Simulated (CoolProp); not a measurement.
Vapour-liquid equilibrium of acetone (1) + benzene (2) at 311.7 K; x and y are mole fractions of (1).

Values from CoolProp's multi-fluid Helmholtz-energy mixture model, Lemmon 2006 and Thol 2012; pair parameters Bell 2016.

```
x      bubble pressure (bar)  y at the bubble point  dew pressure at overall composition x (bar)  liquid density (mol/L)
-----  ---------------------  ---------------------  -------------------------------------------  ----------------------
0.05                  0.2575                  0.150                                       0.2384                   11.08
0.125                 0.2938                  0.307                                       0.2525                   11.21
0.2                   0.3250                  0.420                                       0.2682                   11.35
0.275                 0.3525                  0.506                                       0.2856                   11.49
0.35                  0.3770                  0.577                                       0.3051                   11.64
0.425                 0.3994                  0.637                                       0.3266                   11.80
0.5                   0.4200                  0.691                                       0.3504                   11.96
0.575                 0.4394                  0.741                                       0.3764                   12.13
0.65                  0.4577                  0.788                                       0.4042                   12.30
0.725                 0.4753                  0.833                                       0.4332                   12.49
0.8                   0.4922                  0.878                                       0.4625                   12.68
0.875                 0.5087                  0.923                                       0.4911                   12.89
0.95                  0.5246                  0.969                                       0.5181                   13.10
```

No azeotrope shows between x = 0.05 and 0.95.

The pair parameters rest on a limited set of measurements; away from them the model extrapolates.
